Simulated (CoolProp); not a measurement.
Propylene glycol along the isobar 6.57 MPa: density (kg/m³) from the reference equation and from simpler models built on Tc = 674.0 K, pc = 7.292 MPa, ω = 0.327; each cubic takes its own stable root.

The numbers come from the reference Helmholtz-energy equation of state, Eisenbach 2021 in CoolProp.

```tsv
T (K)	phase	reference
395.6	liquid	958.7
412.8	liquid	943.9
430.1	liquid	928.5
447.4	liquid	912.5
464.6	liquid	896.0
481.9	liquid	878.6
499.1	liquid	860.4
516.4	liquid	841.1
533.7	liquid	820.5
550.9	liquid	798.7
568.2	liquid	774.9
585.5	liquid	748.7
602.7	liquid	719.6
620	liquid	685.7
```

**Question.** How far does each simpler model (van der Waals, Redlich-Kwong, Soave-Redlich-Kwong) lie from the reference over these 14 states: mean and median of the absolute difference, and the worst?

**Answer.** 
- van der Waals: mean 34.7 %, median 34.6 %, worst -35.3 % at 620 K and 6.57 MPa
- Redlich-Kwong: mean 7.9 %, median 7.3 %, worst -13.9 % at 620 K and 6.57 MPa
- Soave-Redlich-Kwong: mean 3.3 %, median 2.5 %, worst -8.9 % at 620 K and 6.57 MPa
